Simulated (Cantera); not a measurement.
# Pyrogenic steam for wet oxidation

An isothermal, constant-pressure homogeneous reactor starts with 41.3 % H₂, 21.7 % O₂, 37.0 % N₂, equivalence ratio 0.95, at 850 K and 0.355 atm.

Detailed kinetics in Cantera: the H2/O2 subset of GRI-Mech 3.0, which has no nitrogen chemistry. Below about 950 K walls govern HO2 and H2O2 in real vessels. The temperature is held fixed by assumption; the heat of reaction is taken as removed at once.

```
t (s)      x H₂   x O₂      x OH    x H₂O₂     x H₂O
--------  -----  -----  --------  --------  --------
0.000100  0.413  0.217    <1e-12    <1e-12  1.46e-11
0.000285  0.413  0.217    <1e-12    <1e-12  7.84e-11
0.000811  0.413  0.217    <1e-12  2.93e-12  3.00e-10
0.00231   0.413  0.217    <1e-12  2.70e-11  9.73e-10
0.00658   0.413  0.217    <1e-12  2.39e-10   3.22e-9
0.0187    0.413  0.217    <1e-12   2.24e-9   1.28e-8
0.0534    0.413  0.217  2.40e-12   2.80e-8   8.75e-8
0.152     0.413  0.217  4.76e-11   1.25e-6   2.65e-6
0.433     0.413  0.217  7.10e-10   6.97e-5  0.000145
1.23      0.408  0.215   7.38e-9  0.000818   0.00542
3.51      0.383  0.202   7.24e-9   0.00123    0.0364
10.0      0.332  0.177   5.89e-9   0.00117     0.101
```
x: mole fraction; the columns are a selection and need not sum to one.

Equilibrium at this temperature and pressure: H₂ 3.42e-12, O₂ 0.0137, OH 5.47e-9, H₂O₂ 1.08e-11, H₂O 0.521 (gas phase only).
